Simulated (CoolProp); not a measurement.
Sulfur hexafluoride along the isobar 55.3 bar: fugacity coefficient from the reference equation and from simpler models built on Tc = 318.7 K, pc = 37.55 bar, ω = 0.210; each cubic takes its own stable root.

Values from CoolProp's reference Helmholtz-energy equation of state, Guder 2009.

| T (K) | phase | reference |
|---|---|---|
| 233.4 | liquid | 0.07069 |
| 258 | liquid | 0.1509 |
| 282.6 | liquid | 0.2692 |
| 307.2 | liquid | 0.4179 |
| 331.9 | supercritical | 0.5752 |
| 356.5 | supercritical | 0.6844 |
| 381.1 | supercritical | 0.7534 |
| 405.8 | supercritical | 0.8047 |
| 430.4 | supercritical | 0.8444 |
| 455 | supercritical | 0.8759 |
| 479.6 | supercritical | 0.9012 |

Q: How far does each simpler model (van der Waals, Redlich-Kwong, Soave-Redlich-Kwong, Peng-Robinson) lie from the reference over these 11 states: mean and median of the absolute difference, and the worst?

A: 
- van der Waals: mean 31.2 %, median 4.9 %, worst +173.2 % at 233.4 K and 55.3 bar
- Redlich-Kwong: mean 8.8 %, median 3.3 %, worst +36.8 % at 233.4 K and 55.3 bar
- Soave-Redlich-Kwong: mean 1.5 %, median 0.9 %, worst +3.3 % at 258 K and 55.3 bar
- Peng-Robinson: mean 2.4 %, median 2.3 %, worst -4.0 % at 356.5 K and 55.3 bar
